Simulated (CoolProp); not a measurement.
Ethane at 433.21 K and 0.15 MPa is throttled through a valve to 0.101 MPa with no heat exchange. Each further row changes one setting.

The numbers come from the reference Helmholtz-energy equation of state, Bücker 2006 in CoolProp.

```
case                        temperature change (K)  final density (kg/m³)
--------------------------  ----------------------  ---------------------
as stated                                      ___                    ___
outlet pressure 0.0303 MPa                     ___                    ___
outlet pressure 0.131 MPa                      ___                    ___
```

### Question
Some entries are withheld; supply them.

### Answer

- as stated, temperature change (K): -0.2
- as stated, final density (kg/m³): 0.845
- outlet pressure 0.0303 MPa, temperature change (K): -0.5
- outlet pressure 0.0303 MPa, final density (kg/m³): 0.253
- outlet pressure 0.131 MPa, temperature change (K): -0.1
- outlet pressure 0.131 MPa, final density (kg/m³): 1.10
